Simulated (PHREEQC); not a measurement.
Consider water at 25 °C with 0.0051 mol Cu(NO3)2 and 0.00011 mol NaCl per kg of water. It is in equilibrium with CO2 at log p = -3.4 (atm). Otherwise closed; pH follows from the charge balance.

Computed with PHREEQC (ion-association model, wateq4f.dat).

Precipitation was switched off in this run.

Q: What pH does the model give?

A: pH 4.90.

Q: In which forms is C present?

A: CO2 90 %, CuHCO3+ 5.7 %, HCO3- 3.6 % of the C.

Complexes and solids missing from the database can't appear.
